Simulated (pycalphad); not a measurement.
Source of the numbers: pycalphad with the COST 507 light-alloy database (1999); pressure 1 atm. The database dates from 1999; later assessments differ in places, in temperatures and in the compounds included. Phase fractions are per mole of atoms.

Task: Give the equilibrium state of Mg-2.1Cu-19.3Si (at.%) at 727 °C.

Result: 
```
T = 1000.00 K, P = 101325 Pa, N = 1 mol of atoms
G = -55365 J/mol, H = 10756 J/mol, S = 66.12 J/(mol K)  (SER reference)
chemical potentials (J/mol): Mg -47829, Cu -95758, Si -81661
phase             fraction      x(Mg)      x(Cu)      x(Si)
MG2SI               0.5128     0.6667       none     0.3333
LIQUID              0.4872     0.9116     0.0431     0.0453
```

Task: Give the equilibrium state of Mg-2.1Cu-19.3Si (at.%) at 527 °C.

Result: 
```
T = 800.00 K, P = 101325 Pa, N = 1 mol of atoms
G = -43093 J/mol, H = 1326 J/mol, S = 55.52 J/(mol K)  (SER reference)
chemical potentials (J/mol): Mg -33763, Cu -65430, Si -78659
phase             fraction      x(Mg)      x(Cu)      x(Si)
MG2SI               0.5707     0.6667       none     0.3333
HCP_A3              0.2610     0.9996    0.00038   3.64e-06
LIQUID              0.1683     0.8594     0.1242     0.0164
```

Database names, with the compositions (at.%) that they take in these runs: MG2SI: Mg 67 Si 33. HCP_A3 is hcp. An entry "none" or "no" means that the model of the phase leaves that element out.
